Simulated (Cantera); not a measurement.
Charge: 1 mol Si2Cl6, 1.2 mol HCl, 210 mol H2, 0.00012 mol HF, at 330 Pa.

Cantera equilibrium calculation (NASA polynomials, part measured and part estimated; ideal gas, pure solids and liquids). Candidate condensed phases: Si; 37 gas species. The feed counts by its element totals alone. Gases not in the tables: Si2H6 and higher silanes. Equilibrium is a limit: real reactors are often held back by kinetics, nucleation or transport.

Q: What share of the Si ends up in condensed phases as a function of T (K), at 1123, 1173, 1223, 1273, 1323, 1373, 1423, 1473, 1523, 1573, 1623, 1673, 1723, 1773?

A: 
```tsv
T (K)	Si condensed (%)	as
1123	75.1	Si(s)
1173	76.2	Si(s)
1223	76.0	Si(s)
1273	75.3	Si(s)
1323	74.4	Si(s)
1373	73.6	Si(s)
1423	72.7	Si(s)
1473	71.9	Si(s)
1523	71.0	Si(s)
1573	70.1	Si(s)
1623	68.9	Si(s)
1673	67.2	Si(s)
1723	65.8	Si(l)
1773	62.9	Si(l)
```
